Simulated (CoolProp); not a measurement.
R123 along the isobar 461 kPa: fugacity coefficient from the reference equation and from simpler models built on Tc = 456.8 K, pc = 3662 kPa, ω = 0.282; each cubic takes its own stable root.

Computed with CoolProp (reference Helmholtz-energy equation of state, Younglove 1994). It is a modified Benedict-Webb-Rubin equation, recast in Helmholtz form.

```
T (K)   phase  reference
-----  ------  ---------
257.5  liquid    0.03318
266.1  liquid    0.05102
274.7  liquid    0.07586
283.2  liquid     0.1090
291.8  liquid     0.1531
300.4  liquid     0.2097
309    liquid     0.2807
317.6  liquid     0.3683
326.2  liquid     0.4740
334.8  liquid     0.5997
343.4  liquid     0.7467
352       gas     0.8926
360.5     gas     0.9013
369.1     gas     0.9092
377.7     gas     0.9162
386.3     gas     0.9226
```

### Question
How far does each simpler model (van der Waals, Redlich-Kwong, Soave-Redlich-Kwong, Peng-Robinson) lie from the reference over these 16 states: mean and median of the absolute difference, and the worst?

### Answer
- van der Waals: mean 309.0 %, median 120.7 %, worst +1265.9 % at 257.5 K and 461 kPa
- Redlich-Kwong: mean 59.6 %, median 61.8 %, worst +147.7 % at 257.5 K and 461 kPa
- Soave-Redlich-Kwong: mean 0.7 %, median 0.7 %, worst +1.6 % at 343.4 K and 461 kPa
- Peng-Robinson: mean 0.9 %, median 0.4 %, worst +3.6 % at 257.5 K and 461 kPa

At some of these states van der Waals, Redlich-Kwong gives the other phase, because its saturation line lies elsewhere.
